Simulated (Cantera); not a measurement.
## Equilibrium for iron carbonyl, mercury and lead vapours: PbO + CO + N2

Input: 1 mol PbO, 0.092 mol CO, 2.2 mol N2, equilibrated at 1.00 bar.

These are equilibrium values from Cantera (NASA tables, ideal gas, pure condensed phases), not measurements of a reactor. Candidate condensed phases: C, Pb, PbO, PbO2, Pb3O4; 27 gas species. Each liquid is taken as pure. Mutual solubility and eutectic melting of coexisting phases are not modelled. Gases not in the tables: (PbO)n polymers. Equilibrium is a limit: real reactors are often held back by kinetics, nucleation or transport.

From 873 K to 1123 K the condensed part is Pb(l) + PbO(yellow). From 1173 K to 1423 K the condensed part is Pb(l) + PbO(l).

```json
[
 {"T (K)": "873", "log p N2": "-0.02", "log p CO2": "-1.40", "log p Pb": "-6.20", "log p PbO": "-8.63", "log p CO": "-5.87", "log p Pb2": "<-12", "log p NO": "<-12", "n Pb(l)": "0.0920", "n PbO(yellow)": "0.908", "n PbO(l)": "0"},
 {"T (K)": "923", "log p N2": "-0.02", "log p CO2": "-1.40", "log p Pb": "-5.60", "log p PbO": "-7.72", "log p CO": "-5.67", "log p Pb2": "-11.64", "log p NO": "-11.70", "n Pb(l)": "0.0920", "n PbO(yellow)": "0.908", "n PbO(l)": "0"},
 {"T (K)": "973", "log p N2": "-0.02", "log p CO2": "-1.40", "log p Pb": "-5.06", "log p PbO": "-6.92", "log p CO": "-5.48", "log p Pb2": "-10.74", "log p NO": "-10.80", "n Pb(l)": "0.0920", "n PbO(yellow)": "0.908", "n PbO(l)": "0"},
 {"T (K)": "1023", "log p N2": "-0.02", "log p CO2": "-1.40", "log p Pb": "-4.57", "log p PbO": "-6.19", "log p CO": "-5.31", "log p Pb2": "-9.93", "log p NO": "-9.99", "n Pb(l)": "0.0919", "n PbO(yellow)": "0.908", "n PbO(l)": "0"},
 {"T (K)": "1073", "log p N2": "-0.02", "log p CO2": "-1.40", "log p Pb": "-4.14", "log p PbO": "-5.54", "log p CO": "-5.15", "log p Pb2": "-9.20", "log p NO": "-9.25", "n Pb(l)": "0.0918", "n PbO(yellow)": "0.908", "n PbO(l)": "0"},
 {"T (K)": "1123", "log p N2": "-0.02", "log p CO2": "-1.40", "log p Pb": "-3.74", "log p PbO": "-4.94", "log p CO": "-5.01", "log p Pb2": "-8.53", "log p NO": "-8.58", "n Pb(l)": "0.0916", "n PbO(yellow)": "0.908", "n PbO(l)": "0"},
 {"T (K)": "1173", "log p N2": "-0.02", "log p CO2": "-1.40", "log p Pb": "-3.37", "log p PbO": "-4.41", "log p CO": "-4.87", "log p Pb2": "-7.93", "log p NO": "-7.99", "n Pb(l)": "0.0910", "n PbO(yellow)": "0", "n PbO(l)": "0.908"},
 {"T (K)": "1223", "log p N2": "-0.02", "log p CO2": "-1.40", "log p Pb": "-3.04", "log p PbO": "-3.96", "log p CO": "-4.70", "log p Pb2": "-7.37", "log p NO": "-7.48", "n Pb(l)": "0.0899", "n PbO(yellow)": "0", "n PbO(l)": "0.908"},
 {"T (K)": "1273", "log p N2": "-0.02", "log p CO2": "-1.40", "log p Pb": "-2.74", "log p PbO": "-3.55", "log p CO": "-4.55", "log p Pb2": "-6.86", "log p NO": "-7.01", "n Pb(l)": "0.0877", "n PbO(yellow)": "0", "n PbO(l)": "0.907"},
 {"T (K)": "1323", "log p N2": "-0.02", "log p CO2": "-1.40", "log p Pb": "-2.45", "log p PbO": "-3.18", "log p CO": "-4.40", "log p Pb2": "-6.39", "log p NO": "-6.57", "n Pb(l)": "0.0838", "n PbO(yellow)": "0", "n PbO(l)": "0.907"},
 {"T (K)": "1373", "log p N2": "-0.02", "log p CO2": "-1.40", "log p Pb": "-2.19", "log p PbO": "-2.83", "log p CO": "-4.27", "log p Pb2": "-5.96", "log p NO": "-6.17", "n Pb(l)": "0.0771", "n PbO(yellow)": "0", "n PbO(l)": "0.905"},
 {"T (K)": "1423", "log p N2": "-0.02", "log p CO2": "-1.40", "log p Pb": "-1.95", "log p PbO": "-2.51", "log p CO": "-4.14", "log p Pb2": "-5.55", "log p NO": "-5.80", "n Pb(l)": "0.0658", "n PbO(yellow)": "0", "n PbO(l)": "0.901"}
]
```
log p: log10 of the partial pressure in bar; n: condensed amount in mol.
